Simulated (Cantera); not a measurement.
Cantera run:

```python
import numpy as np
import cantera as ct

gas_names = [...]  # 113 gases of nasa_gas.yaml made of C, Cu, H, O
cond_names = """
    C(gr) C6H6(L) C7H8(L) C8H18(L),n-octa Cu(cr) Cu(L) CuO(s) CuO2H2(s) Cu2O(s) Cu2O(L) H2O(s) H2O(L)
""".split()


# ... load() reads the species with a 1 bar reference pressure and builds the phases ...
atoms = {
    'Cu2O': {'Cu': 2, 'O': 1},
    'CH4': {'C': 1, 'H': 4},
    'H2': {'H': 2},
}
top_T = {'C(gr)': 4500, 'CuO(s)': 1390}  # K; cautious upper limits of use, not melting points


# ... equilibrate(T, P, feed) seeds the gas with the atoms and calls Mixture.equilibrate('TP', solver="vcs", rtol=1e-11, max_steps=5000) ...
results = []
T = 1448.15  # K
P = 16  # Pa
for m in [0.48, 0.71, 1.1, 1.6, 2.3, 3.4, 5.1]:
    feed = {'Cu2O': 1, 'CH4': m, 'H2': 0.58}  # mol
    mix = equilibrate(T, P, feed)
    results.append((T, P, feed, dict(zip(mix.species_names, mix.species_moles))))

top = {s: max(r[3][s] / sum(r[3][g] for g in gas_names) for r in results) for s in gas_names}
cols = sorted((s for s in top if top[s] > 0.0001), key=lambda s: -top[s])[:9]
seen = [c for c in cond_names if any(r[3].get(c, 0) > 1e-12 for r in results)]
print("log10 of partial pressures in bar; condensed amounts in mol")
print(f"{'n(CH4)':>10s}" + "".join(f"{s[:9]:>10s}" for s in cols + seen))
for T, P, feed, n in results:
    ng = sum(n[g] for g in gas_names)
    print(f"{feed['CH4']:10.4g}" + "".join(f"{np.log10(max(n[s] / ng * P / 1e5, 1e-99)):10.3f}" for s in cols)
          + "".join(f"{n.get(c, 0):10.4g}" for c in seen))
```

Result:

```
log10 of partial pressures in bar; condensed amounts in mol
    n(CH4)        H2        CO       H2O       CO2        Cu         H     C(gr)     Cu(L)
      0.48    -4.073    -4.499    -4.458    -5.259    -5.478    -7.071         0     1.957
      0.71    -3.995    -4.412    -4.841    -5.633    -5.478    -7.032         0     1.942
       1.1    -3.939    -4.383   -10.918   -11.737    -5.478    -7.004   0.09997      1.92
       1.6    -3.907    -4.485   -10.989   -11.941    -5.478    -6.988       0.6     1.898
       2.3    -3.882    -4.596   -11.075   -12.164    -5.478    -6.976       1.3     1.869
       3.4    -3.861    -4.728   -11.186   -12.428    -5.478    -6.965       2.4     1.822
       5.1    -3.844    -4.876   -11.317   -12.724    -5.478    -6.956       4.1      1.75
```

Equilibrium computed with Cantera from the NASA thermochemical tables; the gas is ideal and each condensed phase is pure.
